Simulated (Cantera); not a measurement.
Feed: 1 mol Si2Cl6, 0.84 mol NH3, 76 mol N2, at 1573.15 K.

These are equilibrium values from Cantera (NASA tables, ideal gas, pure condensed phases), not measurements of a reactor. Candidate condensed phases: NH4Cl, Si, Si3N4; 28 gas species. The feed counts by its element totals alone. The tables' values for SiCl3, SiCl are old estimates; treat these amounts as uncertain. The numbers say what is thermodynamically allowed, not how fast it happens.

x: gas mole fraction; n: condensed amount in mol.

| P (Pa) | x N2 | x HCl | x SiCl2 | x SiCl4 | x H2 | x SiCl3 | n Si3N4(s) |
|---|---|---|---|---|---|---|---|
| 5 | 0.946 | 0.0231 | 0.0245 | 1.13e-6 | 0.00386 | 0.000103 | 0 |
| 17 | 0.947 | 0.0237 | 0.0245 | 4.22e-6 | 0.00368 | 0.000198 | 0 |
| 59 | 0.947 | 0.0239 | 0.0244 | 1.51e-5 | 0.00363 | 0.000374 | 0 |
| 210 | 0.947 | 0.0237 | 0.0240 | … | 0.00372 | 0.000683 | 0 |
| 710 | 0.948 | 0.0232 | 0.0235 | 0.000149 | 0.00400 | 0.00116 | 0 |
| 2400 | 0.949 | 0.0239 | 0.0212 | 0.000520 | 0.00371 | 0.00205 | 0.0295 |
| 8400 | 0.951 | 0.0260 | 0.0150 | 0.00210 | 0.00270 | 0.00346 | 0.118 |
| 29000 | 0.954 | 0.0269 | … | … | 0.00231 | 0.00394 | … |
| 100000 | 0.956 | 0.0271 | 0.00365 | 0.00777 | 0.00229 | 0.00328 | 0.275 |

Q: Complete the blanks.

A: 
- 29000, x SiCl2: 0.00820
- 29000, x SiCl4: 0.00498
- 29000, n Si3N4(s): 0.210
- 210, x SiCl4: 5.10e-5
